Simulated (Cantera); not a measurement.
An adiabatic, constant-volume homogeneous reactor starts with CH4 : O2 : N2 = 1 : 0.87 : 3.27 (molar parts), equivalence ratio 2.3, at 1350 K and 405 Torr.

Cantera simulation using GRI-Mech 3.0 (53 species, 325 reactions); the numbers are that mechanism's predictions, not measurements.

Predict: time of steepest temperature rise; temperature at 0.200 s; equilibrium temperature; x(O2) at 0.200 s; x(NO) at 0.200 s.


- time of steepest temperature rise: 14.5 ms
- temperature at 0.200 s: 2493 K
- equilibrium temperature: 2493 K
- x(O2) at 0.200 s: 6.89e-6 (gas-phase equilibrium 6.89e-6)
- x(NO) at 0.200 s: 0.000106 (gas-phase equilibrium 0.000106)
